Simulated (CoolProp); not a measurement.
Vapour-liquid equilibrium of R1234yf (1) + R227EA (2) at 238.9 K; x and y are mole fractions of (1).

Model: multi-fluid Helmholtz-energy mixture model, Lemmon 2022 and Lemmon 2016; pair parameters Bell 2016, in CoolProp.

```
x     bubble pressure (MPa)  y at the bubble point  dew pressure at overall composition x (MPa)  liquid density (mol/L)
----  ---------------------  ---------------------  -------------------------------------------  ----------------------
0.05                0.04561                  0.091                                      0.04467                   9.512
0.2                 0.05152                  0.318                                      0.04829                   9.746
0.35                0.05724                  0.498                                      0.05246                   9.991
0.5                 0.06287                  0.645                                      0.05733                     [?]
0.65                0.06848                  0.770                                      0.06306                   10.52
0.8                 0.07411                    [?]                                      0.06994                     [?]
0.95                0.07977                  0.972                                          [?]                   11.09
```

Q: Some entries are withheld; supply them.

A: 
- 0.5, liquid density (mol/L): 10.25
- 0.8, y at the bubble point: 0.878
- 0.8, liquid density (mol/L): 10.80
- 0.95, dew pressure at overall composition x (MPa): 0.07839

No azeotrope shows between x = 0.05 and 0.95.

Pair parameters are fitted to limited data, so mixtures are less certain than the pure fluids.
